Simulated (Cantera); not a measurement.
What does this Cantera script print?

```python
import numpy as np
import cantera as ct

gas_names = """
    OH ZrO2 H2O
""".split()
cond_names = """
    Zr(a) Zr(b) Zr(L)
""".split()


# ... load() reads the species with a 1 bar reference pressure and builds the phases ...
species = {s.name: s for s in load("nasa_gas.yaml", gas_names) + load("nasa_condensed.yaml", cond_names)}
# Each term lists the table entries of one substance; the one whose range holds T is used.
reactions = {
    'Zr + 4 OH(g) = ZrO2(g) + 2 H2O(g)':
        [(-1, ['Zr(a)', 'Zr(b)', 'Zr(L)']), (-4, ['OH']), (1, ['ZrO2']), (2, ['H2O'])],
}


def pick(names, T):
    return next(species[n] for n in names if species[n].thermo.min_temp <= T <= species[n].thermo.max_temp)


results = []
for label, terms in reactions.items():
    print(label)
    print("     T/K   dH/kJ  dS/(J/K)   dG/kJ   log10 K")
    for T in [1575, 1675, 1775, 1875, 1975, 2075, 2175, 2275, 2375, 2475, 2575]:
        used = [(nu, pick(names, T)) for nu, names in terms]
        dH = sum(nu * s.thermo.h(T) for nu, s in used) / 1e6
        dS = sum(nu * s.thermo.s(T) for nu, s in used) / 1e3
        dG = dH - T * dS / 1e3
        logK = -dG * 1e6 / (ct.gas_constant * T * np.log(10))
        results.append((label, T, dH, dS, dG, logK, [s.name for _, s in used]))
        print(f"{T:8g} {dH:8.1f} {dS:8.1f} {dG:8.1f} {logK:8.2f}")
```

Result:

```
Zr + 4 OH(g) = ZrO2(g) + 2 H2O(g)
     T/K   dH/kJ  dS/(J/K)   dG/kJ   log10 K
    1575   -951.8   -157.4   -703.9    23.34
    1675   -952.8   -158.0   -688.1    21.46
    1775   -953.8   -158.6   -672.3    19.78
    1875   -954.9   -159.2   -656.4    18.28
    1975   -956.1   -159.8   -640.4    16.94
    2075   -957.3   -160.4   -624.4    15.72
    2175   -979.9   -171.1   -607.8    14.60
    2275   -981.8   -171.9   -590.7    13.56
    2375   -983.6   -172.7   -573.4    12.61
    2475   -985.5   -173.5   -556.1    11.74
    2575   -987.4   -174.2   -538.7    10.93
```

Standard-state values (1 bar) from the NASA 1993 polynomials, evaluated with Cantera. Condensed species are held in their standard states even where they would react or evaporate.
